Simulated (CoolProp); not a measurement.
A single-stage vapour-compression cycle with n-perfluorohexane: evaporating at 287.15 K (dew point), condensing at 308.15 K (bubble point), superheat 2 K, subcooling 8 K, compressor efficiency 0.9, no pressure losses. Each further row changes one setting.

Computed with CoolProp (reference Helmholtz-energy equation of state, Gao 2022).

| case | cooling COP | pressure ratio | discharge temperature (K) | refrigerating effect (kJ/kg) | volumetric capacity (kJ/m³) |
|---|---|---|---|---|---|
| as stated | 11.9 | 2.52 | 308.2 | 84.0 | 213 |
| evaporating temperature 292.15 K | 16.4 | 1.99 | 308.2 | 87.9 | 278 |
| condensing temperature 303.15 K | 16.1 | 2.05 | 303.2 | 89.2 | 226 |
| subcooling 13 K | 12.6 | 2.52 | 308.2 | 89.2 | 226 |
| superheat 12 K | 12.3 | 2.52 | 308.9 | 92.1 | 225 |
| compressor efficiency 0.8 | 10.6 | 2.52 | 308.2 | 84.0 | 213 |

The compression ends wet for: as stated; evaporating temperature 292.15 K; condensing temperature 303.15 K; subcooling 13 K; compressor efficiency 0.8.
